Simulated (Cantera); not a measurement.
A perfectly stirred reactor is fed with CH4 : H2 : CO2 = 0.0035 : 1 : 0.004 (molar parts), at 165 Torr; it is held at 2825 K, and followed from long to short residence time.

Model: GRI-Mech 3.0 (53 species, 325 reactions), integrated in Cantera.

### Question
Predict: x(CH4) at τ = 0.360 s; x(H2) at τ = 0.360 s; x(CO2) at τ = 0.360 s; x(OH) at τ = 0.360 s; x(CH2) at τ = 0.360 s; x(CH4) at τ = 3.80 ms; x(H2) at τ = 3.80 ms; x(CO2) at τ = 3.80 ms; x(OH) at τ = 3.80 ms; x(CH2) at τ = 3.80 ms.

### Answer
```
Item                     Value
---------------------  -------
x(CH4) at τ = 0.360 s  9.32e-7
x(H2) at τ = 0.360 s     0.820
x(CO2) at τ = 0.360 s  5.46e-7
x(OH) at τ = 0.360 s   2.62e-5
x(CH2) at τ = 0.360 s  1.19e-6
x(CH4) at τ = 3.80 ms  5.66e-5
x(H2) at τ = 3.80 ms     0.883
x(CO2) at τ = 3.80 ms  7.40e-6
x(OH) at τ = 3.80 ms   5.81e-5
x(CH2) at τ = 3.80 ms  2.48e-5
```
